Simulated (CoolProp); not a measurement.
The fluid at 564.15 K and 1.14 MPa flows at 2.9 m/s in a round tube of 50 mm bore and 15 µm roughness, fully developed (64/Re and Nu = 3.66 if laminar; Colebrook and Gnielinski if turbulent). The same conditions are run with several fluids, on thermodynamics alone (safety and materials aside).

Model: reference Helmholtz-energy equation of state of each fluid (p-xylene: Zhou 2012; n-octane: Beckmüller 2019; oxygen: Schmidt 1985; n-pentane: Thol 2019; sulfur hexafluoride: Guder 2009), in CoolProp.

```csv
fluid,Reynolds number,Darcy friction factor,pressure drop (Pa/m),heat-transfer coefficient (W/(m² K)),mass flow (kg/h)
p-xylene,375000,0.0166,(withheld),491,651
n-octane,(withheld),0.0164,47.6,656,707
oxygen,(withheld),(withheld),(withheld),74.1,159
n-pentane,222000,0.0175,(withheld),387,383
sulfur hexafluoride,(withheld),0.0178,53.6,238,735
```

Q: Some entries are withheld; supply them.

A: 
- p-xylene, pressure drop (Pa/m): 44.4
- n-octane, Reynolds number: 445000
- oxygen, Reynolds number: 33700
- oxygen, Darcy friction factor: 0.0237
- oxygen, pressure drop (Pa/m): 15.5
- n-pentane, pressure drop (Pa/m): 27.5
- sulfur hexafluoride, Reynolds number: 195000

Above 300 K oxygen's equation is extrapolated.

Transport values come from each fluid's own correlations; those of n-pentane are estimates that may be off by 10 % or more.
